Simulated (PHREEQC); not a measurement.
Dissolve 0.24 mol CaCl2, 0.00018 mol NaF and 0.0011 mol MgSO4 per kg of water at 25 °C. Closed to the air; pH follows from the charge balance.

Equilibrium calculation in PHREEQC: ion-association model, wateq4f.dat.

Precipitation was switched off in this run.

Problem. Order these F species by the share of F that they hold, largest first: F-, MgF+, CaF+.

Solution. F- (67 %), CaF+ (31 %), MgF+ (1.3 %)

Problem. Order these S species by the share of S that they hold, largest first: SO4-2, MgSO4, CaSO4.

Solution. CaSO4 (64 %), SO4-2 (36 %), MgSO4 (0.40 %)

The pH is 6.83 and the ionic strength 0.722 mol/kgw. Saturation is exceeded, for instance for Fluorite; the values hold only as long as no solid forms. The ionic strength is past about 0.7 mol/kgw, beyond the range of this activity model, so the values are rough. Complexes and solids missing from the database can't appear.
